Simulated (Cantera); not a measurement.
Cantera run:

```python
import numpy as np
import cantera as ct

gas_names = """
    CL CL2 N N2 Si SiCL SiCL2 SiCL3 SiCL4 SiN Si2 Si2N Si3
""".split()
cond_names = """
    Si(cr) Si(L) Si3N4(a)
""".split()


# ... load() reads the species with a 1 bar reference pressure and builds the phases ...
atoms = {
    'Si': {'Si': 1},
    'Cl2': {'CL': 2},
    'N2': {'N': 2},
}
top_T = {'Si3N4(a)': 2400}  # K; cautious upper limits of use, not melting points


# ... equilibrate(T, P, feed) seeds the gas with the atoms and calls Mixture.equilibrate('TP', solver="vcs", rtol=1e-11, max_steps=5000) ...
results = []
feed = {'Si': 1, 'Cl2': 1.6, 'N2': 0.93}  # mol
T = 750  # K
P = 420000  # Pa
mix = equilibrate(T, P, feed)
results.append((T, P, feed, dict(zip(mix.species_names, mix.species_moles))))
print(gas.report(threshold=0.001))
for i in range(1, mix.n_phases):
    print(f"{mix.phase(i).name:16s} {mix.phase_moles(i):12.5e} mol")
```

It prints:

```
       temperature   750 K
          pressure   4.2e+05 Pa
           density   6.6745 kg/m^3
  mean mol. weight   99.098 kg/kmol
   phase of matter   gas

                          1 kg             1 kmol
                     ---------------   ---------------
          enthalpy       -3.0549e+06       -3.0273e+08  J
   internal energy       -3.1178e+06       -3.0896e+08  J
           entropy            3174.7        3.1461e+05  J/K
    Gibbs function       -5.4359e+06       -5.3868e+08  J
 heat capacity c_p            684.55             67837  J/K
 heat capacity c_v            600.64             59522  J/K

                      mass frac. Y      mole frac. X     chem. pot. / RT
                     ---------------   ---------------   ---------------
                N2           0.14105           0.49896           -23.438
             SiCL4           0.85895           0.50104           -149.07
     [  +11 minor]        5.5933e-08        4.1231e-08

Si(cr)            0.00000e+00 mol
Si3N4(a)          6.66667e-02 mol
```

Method: chemical equilibrium by Gibbs-energy minimisation in Cantera with the NASA 1993 tables (ideal gas, pure condensed phases). N2 is the only nitrogen source here; it is nearly inert below about 1500 K, so the nitride shown seldom forms there in practice.
